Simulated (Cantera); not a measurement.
What does this Cantera script print?

```python
import numpy as np
import cantera as ct

gas = ct.Solution("h2o2.yaml")
gas.TPX = 525, 39000, {'H2': 1, 'O2': 0.833, 'N2': 3.13}
flame = ct.FreeFlame(gas, width=0.077)
flame.set_refine_criteria(ratio=3, slope=0.08, curve=0.16)
flame.transport_model = "mixture-averaged"
flame.solve(loglevel=0, auto=True)
z, T = flame.grid, flame.T
thick = (T[-1] - T[0]) / np.gradient(T, z).max()
show = ['H2', 'O2', 'H2O', 'H', 'OH', 'O']
print(f"laminar burning velocity  {flame.velocity[0] * 100:.3f} cm/s")
print(f"burnt temperature         {T[-1]:.1f} K")
print(f"thermal thickness         {thick * 1e3:.4f} mm")
print(f"grid points               {len(z)}")
z0 = z[flame.heat_release_rate.argmax()]
print(f"{'z/mm':>9s}{'T/K':>9s}{'u/(m/s)':>9s}" + "".join(f"{s:>11s}" for s in show))
rows = []
for k in (-3, -2, -1.5, -1, -0.5, -0.25, 0, 0.25, 0.5, 1, 2, 4, 8):
    zz = z0 + k * thick
    rows.append([k * thick, np.interp(zz, z, T), np.interp(zz, z, flame.velocity),
                 *(np.interp(zz, z, flame.X[gas.species_index(s)]) for s in show)])
    print(f"{rows[-1][0] * 1e3:9.3f}{rows[-1][1]:9.1f}{rows[-1][2]:9.3f}" + "".join(f"{x:11.3e}" for x in rows[-1][3:]))
```

It prints:

```
laminar burning velocity  333.662 cm/s
burnt temperature         2010.0 K
thermal thickness         1.3901 mm
grid points               127
     z/mm      T/K  u/(m/s)         H2         O2        H2O          H         OH          O
   -4.170    525.0    3.337  2.015e-01  1.678e-01  3.206e-12  4.267e-16  1.423e-16  6.792e-15
   -2.780    525.0    3.337  2.015e-01  1.678e-01  3.052e-10  1.501e-13  3.416e-14  1.630e-12
   -2.085    525.0    3.337  2.015e-01  1.678e-01  6.169e-09  1.381e-11  9.926e-13  4.709e-11
   -1.390    525.1    3.336  2.012e-01  1.679e-01  7.332e-07  1.882e-08  3.374e-10  6.648e-09
   -0.695    550.5    3.465  1.923e-01  1.688e-01  1.506e-03  1.392e-04  7.334e-05  9.946e-06
   -0.348    760.1    4.667  1.560e-01  1.639e-01  2.216e-02  4.225e-03  6.062e-04  3.050e-04
    0.000   1118.4    6.692  7.938e-02  1.316e-01  9.298e-02  2.059e-02  2.672e-03  4.890e-03
    0.348   1374.8    8.158  2.681e-02  9.193e-02  1.599e-01  2.810e-02  6.867e-03  1.165e-02
    0.695   1506.2    8.893  1.585e-02  8.069e-02  1.789e-01  2.384e-02  9.045e-03  1.294e-02
    1.390   1643.6    9.633  1.264e-02  7.681e-02  1.891e-01  1.582e-02  1.070e-02  1.111e-02
    2.780   1770.4   10.294  9.591e-03  7.487e-02  1.983e-01  8.721e-03  1.120e-02  8.056e-03
    5.561   1874.8   10.824  6.076e-03  7.390e-02  2.069e-01  3.817e-03  1.020e-02  4.904e-03
   11.121   1945.5   11.176  3.159e-03  7.381e-02  2.135e-01  1.313e-03  8.011e-03  2.491e-03
```

Detailed kinetics in Cantera: the H2/O2 subset of GRI-Mech 3.0, which has no nitrogen chemistry. Burning velocities carry a grid error of a few per cent, more on coarse grids. Lean hydrogen flames are cellular in practice and burn faster than this planar one.
